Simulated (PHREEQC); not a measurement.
A solution holds 0.014 mol HCl, 5.6e-05 mol NiSO4 and 0.00078 mol MnSO4 per kg of water, at 25 °C. Closed to the air; pH follows from the charge balance.

Model: ion-association model, wateq4f.dat, run in PHREEQC.

```csv
quantity,before,after
pH,1.91,1.93
ionic strength (mol/kgw),0.0165,0.0159
SO4-2 (mol/kgw),0.000447,0.000159
HSO4- (mol/kgw),0.000366,0.000657
Ni+2 (mol/kgw),5.32e-5,5.40e-5
NiSO4 (mol/kgw),1.68e-6,8.46e-7
SI of Morenosite (NiSO4:7H2O),-5.70,-6.59
```

Q: What was changed between the two runs?
A. temperature from 25 to 90 °C
B. diluted 100-fold with water
C. diluted 10-fold with water
D. NiSO4 from 5.6e-05 to 2.8e-05 mol/kgw
E. 0.018 mol/kgw CO2 added

A: A, temperature from 25 to 90 °C

This is a speciation only: nothing precipitates in the calculation. Away from 25 °C the constants follow the database's enthalpies or fits; those with neither stay at their 25 °C values.
